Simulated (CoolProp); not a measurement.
Vapour-liquid equilibrium of propane (1) + sulfur dioxide (2) at 46.55 °C; x and y are mole fractions of (1).

Model: multi-fluid Helmholtz-energy mixture model, Lemmon 2009 and Gao 2016; pair parameters Bell 2016, in CoolProp.

```csv
x,"bubble pressure, mixture model (kPa)","bubble pressure, Raoult's law (kPa)","y, mixture model","y, Raoult's law"
0.05,1174,804.6,0.344,0.099
0.15,1581,887.1,0.520,0.269
0.25,1720,969.6,0.567,0.410
0.35,1773,1052,0.588,0.528
0.45,1806,1135,0.605,0.630
0.55,1834,1217,0.629,0.718
0.65,1851,1300,0.665,0.794
0.75,1844,1382,0.719,0.862
0.85,1793,1465,0.798,0.922
0.95,1678,1547,0.917,0.975
```

The largest gap from Raoult's law is +78.2 % in bubble pressure, at x = 0.15. y crosses x between x = 0.65 and 0.75: the model has an azeotrope there.

The pair parameters rest on a limited set of measurements; away from them the model extrapolates. With so large a gap from Raoult's law the liquid may split in two, which this calculation doesn't test in full.
